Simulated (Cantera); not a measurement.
Feed: 1 mol SiHCl3, 0.11 mol HCl, 1200 mol H2, 0.014 mol C2H4, at 1125 °C and 1.10 mbar.

Method: chemical equilibrium by Gibbs-energy minimisation in Cantera with the NASA 1993 tables (ideal gas, pure condensed phases). Candidate condensed phases: C, C6H6, C7H8, C8H18, Si, SiC; 109 gas species. Mutual solubility and eutectic melting of coexisting phases are not modelled. Rates play no part.

Base state: H2 0.997, HCl 0.00255, H 0.000143, SiCl2 1.92e-5 (mole fractions); condensed: Si(s) + SiC(s).

Question: What changes in the equilibrium state with this change: H2 from 1200 to 3.8 mol?

Answer: 
```
species       before    after
-----------  -------  -------
H2             0.997    0.647
HCl          0.00255    0.189
SiCl2        1.92e-5    0.157
SiCl4          <1e-9  0.00103
SiCl3        8.18e-9  0.00616
Si(s), mol     0.947        0
SiC(s), mol   0.0280   0.0280
```
The tables' values for SiCl3 are old estimates; treat these amounts as uncertain.
